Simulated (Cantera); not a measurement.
What does this Cantera script print?

```python
import numpy as np
import cantera as ct

gas = ct.Solution("gri30.yaml")
gas.TPX = 2350, 32000, {'CH4': 0.026, 'H2': 1}
reactor = ct.IdealGasConstPressureReactor(gas, energy="off", clone=False)
net = ct.ReactorNet([reactor])
net.rtol, net.atol = 1e-08, 1e-18
show = ['CH4', 'H2', 'CH2', 'C2H', 'C2H4', 'C2H2', 'CH3']
times = np.geomspace(0.0002, 60, 11)

steps = ct.SolutionArray(gas, extra=["t"])
rows = []
print(f"{'t/s':>10s}{'T/K':>9s}{'P/Pa':>11s}" + "".join(f"{s:>11s}" for s in show))
for t in times:
    while net.time < t:
        t_next = net.step()
        steps.append(gas.state, t=t_next)
    rows.append([np.interp(t, steps.t, y) for y in (steps.T, steps.P, *steps(*show).X.T)])
    print(f"{t:10.3e}{rows[-1][0]:9.1f}{rows[-1][1]:11.4g}" + "".join(f"{x:11.3e}" for x in rows[-1][2:]))
rate = np.gradient(steps.T, steps.t)
print("integrator steps:", len(steps.t))
if steps.T.max() > steps.T[0] + 200:
    print(f"time of steepest temperature rise: {steps.t[rate.argmax()]:.4e} s")
gas.TPX = 2350, 32000, {'CH4': 0.026, 'H2': 1}
gas.equilibrate("TP")
print(f"equilibrium (TP): T = {gas.T:.1f} K  " + "  ".join(f"{s} {gas[s].X[0]:.3e}" for s in show))
```

Output:

```
       t/s      T/K       P/Pa        CH4         H2        CH2        C2H       C2H4       C2H2        CH3
 2.000e-04   2350.0    3.2e+04  1.072e-02  9.647e-01  6.314e-05  4.434e-06  7.600e-05  5.298e-03  3.244e-03
 7.059e-04   2350.0    3.2e+04  2.756e-03  9.670e-01  2.700e-05  1.029e-05  1.151e-05  1.037e-02  9.902e-04
 2.491e-03   2350.0    3.2e+04  5.639e-04  9.664e-01  7.341e-06  1.305e-05  5.135e-06  1.182e-02  2.256e-04
 8.794e-03   2350.0    3.2e+04  1.473e-04  9.659e-01  2.110e-06  1.389e-05  4.798e-06  1.210e-02  6.127e-05
 3.104e-02   2350.0    3.2e+04  8.799e-05  9.659e-01  1.275e-06  1.399e-05  4.785e-06  1.214e-02  3.674e-05
 1.095e-01   2350.0    3.2e+04  8.701e-05  9.659e-01  1.261e-06  1.399e-05  4.785e-06  1.214e-02  3.633e-05
 3.866e-01   2350.0    3.2e+04  8.701e-05  9.659e-01  1.261e-06  1.399e-05  4.785e-06  1.214e-02  3.633e-05
 1.365e+00   2350.0    3.2e+04  8.701e-05  9.659e-01  1.261e-06  1.399e-05  4.785e-06  1.214e-02  3.633e-05
 4.816e+00   2350.0    3.2e+04  8.701e-05  9.659e-01  1.261e-06  1.399e-05  4.785e-06  1.214e-02  3.633e-05
 1.700e+01   2350.0    3.2e+04  8.701e-05  9.659e-01  1.261e-06  1.399e-05  4.785e-06  1.214e-02  3.633e-05
 6.000e+01   2350.0    3.2e+04  8.701e-05  9.659e-01  1.261e-06  1.399e-05  4.785e-06  1.214e-02  3.633e-05
integrator steps: 1020
equilibrium (TP): T = 2350.0 K  CH4 8.741e-05  H2 9.659e-01  CH2 1.267e-06  C2H 1.399e-05  C2H4 4.785e-06  C2H2 1.214e-02  CH3 3.650e-05
```

Computed with Cantera and GRI-Mech 3.0 (53 species, 325 reactions). GRI-Mech 3.0 stops at C3 and has no aromatics, soot or wall deposition, so with more carbon than oxygen in the feed, carbon stays in small species such as C2H2 where larger ones or solid carbon would form.
